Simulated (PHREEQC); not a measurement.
Solution (25 °C): 0.015 mol HCl, 0.041 mol Li2SO4 and 0.21 mol MgSO4 per kg of water. Closed to the air; pH follows from the charge balance.

Computed with PHREEQC (ion-association model, phreeqc.dat).

No solid was allowed to form.

**Question.** Order these S species by the share of S that they hold, largest first: MgSO4, LiSO4-, HSO4-, SO4-2.

**Answer.** MgSO4 (50 %), SO4-2 (43 %), HSO4- (4.2 %), LiSO4- (3.1 %)

The pH is 2.47 and the ionic strength 0.443 mol/kgw.
